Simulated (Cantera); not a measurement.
# Equilibrium for silicon etching in halogen gases: Si + NF3 + N2 + Cl2

Input: 1 mol Si, 1.1 mol NF3, 74 mol N2, 1.4 mol Cl2, at 133 Pa.

Equilibrium computed with Cantera from the NASA thermochemical tables; the gas is ideal and each condensed phase is pure. Candidate condensed phases: Si, Si3N4; 24 gas species. The tables' values for SiCl3, SiF3 are old estimates; treat these amounts as uncertain. Equilibrium is a limit: real reactors are often held back by kinetics, nucleation or transport.

From 352 °C to 1252 °C nothing is condensed. The main Si-bearing gas is SiF4 throughout.

| T (°C) | x N2 | x Cl | x Cl2 | x SiF4 | x SiCl4 |
|---|---|---|---|---|---|
| 352 | 0.973 | 1.68e-7 | 0.0137 | 0.0108 | 0.00228 |
| 452 | 0.973 | 4.40e-6 | 0.0137 | 0.0108 | 0.00228 |
| 552 | 0.973 | 5.26e-5 | 0.0137 | 0.0108 | 0.00228 |
| 652 | 0.973 | 0.000368 | 0.0135 | 0.0108 | 0.00228 |
| 752 | 0.972 | 0.00174 | 0.0128 | 0.0108 | 0.00228 |
| 852 | 0.970 | 0.00583 | 0.0108 | 0.0107 | 0.00228 |
| 952 | 0.967 | 0.0137 | 0.00675 | 0.0107 | 0.00227 |
| 1052 | 0.963 | 0.0218 | 0.00266 | 0.0107 | 0.00226 |
| 1152 | 0.961 | 0.0256 | 0.000742 | 0.0106 | 0.00223 |
| 1252 | 0.960 | 0.0270 | 0.000205 | 0.0105 | 0.00201 |
x: gas mole fraction; nothing condenses.
